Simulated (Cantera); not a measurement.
An isothermal, constant-pressure homogeneous reactor starts with 82.6 % NO, 17.4 % N2, at 1650 K and 0.0513 atm.

Computed with Cantera and GRI-Mech 3.0 (53 species, 325 reactions).

x: mole fraction; the columns are a selection and need not sum to one.

| t (s) | x NO | x O | x N2O | x N2 | x NO2 |
|---|---|---|---|---|---|
| 7.00e-5 | 0.826 | 1.31e-7 | … | 0.174 | 1.71e-9 |
| 0.000365 | 0.826 | 6.49e-7 | … | 0.174 | 4.42e-8 |
| 0.00190 | 0.826 | 2.64e-6 | … | 0.174 | 9.97e-7 |
| 0.00993 | 0.826 | 5.80e-6 | … | 0.174 | 1.29e-5 |
| 0.0518 | 0.826 | 9.10e-6 | … | 0.174 | 6.12e-5 |
| 0.270 | 0.825 | 1.21e-5 | … | 0.174 | 9.32e-5 |
| 1.41 | 0.821 | 1.38e-5 | 0.000235 | 0.176 | 0.000112 |
| 7.35 | 0.798 | 1.88e-5 | 0.000218 | 0.188 | 0.000174 |
| 38.3 | 0.693 | 3.26e-5 | … | 0.240 | 0.000306 |
| 200 | 0.385 | 5.50e-5 | … | 0.394 | 0.000313 |

Q: Complete the blanks.

A: 
- 7.00e-5, x N2O: 1.33e-7
- 0.000365, x N2O: 6.91e-7
- 0.00190, x N2O: 3.59e-6
- 0.00993, x N2O: 1.81e-5
- 0.0518, x N2O: 8.08e-5
- 0.270, x N2O: 0.000211
- 38.3, x N2O: 0.000157
- 200, x N2O: 4.48e-5
